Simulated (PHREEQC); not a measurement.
Dissolve 0.22 mol HF, 4.2e-05 mol (NH4)2SiF6, 0.042 mol H3PO4 and 0.0065 mol H2SO4 per kg of water at 23 °C. Closed to the air; pH follows from the charge balance.

All values are PHREEQC results (ion-association model, wateq4f.dat), not measurements.

```json
[
 {"quantity": "pH", "before": "1.63", "after": "1.82"},
 {"quantity": "ionic strength (mol/kgw)", "before": "0.0295", "after": "0.0188"},
 {"quantity": "HF (mol/kgw)", "before": "0.124", "after": "0.0736"},
 {"quantity": "H2F2 (mol/kgw)", "before": "0.0436", "after": "0.0152"},
 {"quantity": "H3PO4 (mol/kgw)", "before": "0.0311", "after": "0.0138"},
 {"quantity": "H2PO4- (mol/kgw)", "before": "0.0109", "after": "0.00721"},
 {"quantity": "SI of Quartz (SiO2)", "before": "-9.79", "after": "-9.04"}
]
```

Which change was made?
A. H3PO4 from 0.042 to 0.42 mol/kgw
B. diluted 100-fold with water
C. (NH4)2SiF6 from 4.2e-05 to 4.62e-05 mol/kgw
D. H2SO4 left out
E. diluted 2-fold with water

E, diluted 2-fold with water

This is a speciation only: nothing precipitates in the calculation. wateq4f.dat counts part of the HF as a dimer, H2F2, which phreeqc.dat doesn't know; its constant is uncertain. H3PO4, which wateq4f.dat lacks, is added to it with the constant of phreeqc.dat. SiF6-2 is the database's only silicon fluoride.
